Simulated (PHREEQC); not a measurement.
1 kg of water holding 0.14 mol KCl, 0.0041 mol CaCl2 and 0.0075 mol NaCl is evaporated at 50 °C; the solids stay in contact with the brine. CO2 from the air is kept out. The run lets Halite, Portlandite, Sylvite precipitate or redissolve, and no other solid.

Computed with PHREEQC (Pitzer model, pitzer.dat).

```tsv
water left (kg)	ionic strength	water activity	Sylvite (mol)
1	0.160	0.995	0
0.6755	0.237	0.993	0
0.375	0.426	0.987	0
0.2533	0.631	0.981	0
0.1407	1.14	0.965	0
0.09502	1.68	0.948	0
0.05275	3.03	0.905	0
0.03564	4.48	0.856	0
0.01979	6.29	0.797	0.0354
0.01337	6.54	0.792	0.0723
0.007426	7.20	0.776	0.106
0.005012	7.95	0.755	0.120
```

Sylvite from water left = 0.02407 kg.

Species that the database lacks are ignored. Away from 25 °C the constants follow the database's enthalpies or fits; those with neither stay at their 25 °C values.
